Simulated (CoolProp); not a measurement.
Vapour pressure (bar) of R115: the reference equation beside estimates from Tc = 353.1 K, pc = 31.29 bar, ω = 0.248. Clausius-Clapeyron is anchored at 203.2 K with a constant enthalpy of vaporisation of 21.04 kJ/mol.

Model: reference Helmholtz-energy equation of state, Lemmon 2016, in CoolProp.

```csv
T (K),reference,Clausius-Clapeyron,van der Waals,Redlich-Kwong,Soave-Redlich-Kwong,Peng-Robinson
192,0.09526,0.09698,1.503,0.2103,0.09348,0.09801
195.7,0.1232,0.1244,1.693,0.2645,0.1210,0.1261
199.4,0.1575,0.1582,1.898,0.3291,0.1548,0.1606
203.2,0.2005,0.2005,2.127,0.4076,0.1973,0.2037
206.9,0.2511,0.2505,2.368,0.4974,0.2474,0.2543
210.6,0.3116,0.3106,2.626,0.6016,0.3074,0.3146
214.3,0.3833,0.3822,2.903,0.7219,0.3786,0.3860
218,0.4677,0.4670,3.199,0.8595,0.4625,0.4699
221.7,0.5662,0.5668,3.515,1.016,0.5606,0.5678
225.4,0.6804,0.6836,3.852,1.193,0.6746,0.6812
229.1,0.8121,0.8195,4.209,1.393,0.8062,0.8119
232.9,0.9673,0.9814,4.599,1.622,0.9617,0.9660
236.6,1.140,1.163,5.000,1.871,1.135,1.137
240.3,1.335,1.371,5.424,2.147,1.331,1.331
244,1.556,1.609,5.871,2.451,1.553,1.550
```

Absolute difference from the reference over all 15 rows, mean and median: Clausius-Clapeyron 1.0 and 0.5 %, van der Waals 689.9 and 584.0 %, Redlich-Kwong 85.8 and 83.8 %, Soave-Redlich-Kwong 1.1 and 1.1 %, Peng-Robinson 0.9 and 0.5 %.
